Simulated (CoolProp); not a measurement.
Saturation properties of tetrahydrofuran (Tc = 540.2 K, pc = 53.04 bar, ω = 0.234).

Computed with CoolProp (reference Helmholtz-energy equation of state, Fiedler 2023).

```csv
T (K),p (bar),liquid density (kg/m³),vapour density (kg/m³),enthalpy of vaporisation (kJ/kg),liquid cp (kJ/(kg K))
304.4,0.2827,875.0,0.8142,441.3,1.747
319.9,0.5208,857.7,1.436,430.3,1.806
335.3,0.8951,840.1,2.376,419.2,1.868
350.8,1.460,822.0,3.748,407.5,1.934
366.2,2.265,803.5,5.653,395.3,2.001
381.7,3.383,784.2,8.251,382.4,2.072
397.2,4.878,764.2,11.70,368.6,2.147
412.6,6.811,743.4,16.15,353.8,2.226
428.1,9.284,721.4,21.93,337.6,2.311
443.5,12.35,698.0,29.29,319.9,2.407
```

It boils at 339.1 K under 1 atm.
